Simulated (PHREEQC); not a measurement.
Consider water at 15 °C with 0.08 mol/kgw HF, 0.00055 mol/kgw KF and 3.35e-05 mol/kgw H2SiF6. Closed to the air; pH follows from the charge balance.

Equilibrium calculation in PHREEQC: ion-association model, wateq4f.dat.

Precipitation was switched off in this run.

Problem. Estimate the pH, ionic strength.

Solution. pH 2.17; ionic strength 0.00796 mol/kgw.

Problem. In which forms is F present?

Solution. HF 64 %, H2F2 25 %, F- 8.2 %, HF2- 3.0 % of the F.

Species that the database lacks are ignored. wateq4f.dat counts part of the HF as a dimer, H2F2, which phreeqc.dat doesn't know; its constant is uncertain. SiF6-2 is the database's only silicon fluoride.
